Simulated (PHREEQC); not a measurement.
Buffer (model solution)

Dissolve 0.26 mol KH2PO4 and 0.0004 mol Na2CO3 per kg of water at 10 °C. Closed to the air; pH follows from the charge balance.

Model: ion-association model, wateq4f.dat, run in PHREEQC.

```
Quantity                   Value
-----------------  -------------
pH                          4.53
ionic strength     0.262 mol/kgw
activity of water          0.991
total alkalinity    0.800 meq/kg
```

```
species  molality  activity   log γ
-------  --------  --------  ------
K+          0.260     0.181  -0.157
H2PO4-      0.258     0.189  -0.134
HPO4-2    0.00130  0.000362  -0.556
Na+      0.000799  0.000588  -0.133
H3PO4    0.000646  0.000686   0.026
CO2      0.000394  0.000418   0.026
KHPO4-   0.000174  0.000128  -0.134
H+        3.75e-5   2.97e-5  -0.102
```

This is a speciation only: nothing precipitates in the calculation. Species that the database lacks are ignored. H3PO4, which wateq4f.dat lacks, is added to it with the constant of phreeqc.dat. Constants without temperature data keep their 25 °C values here.
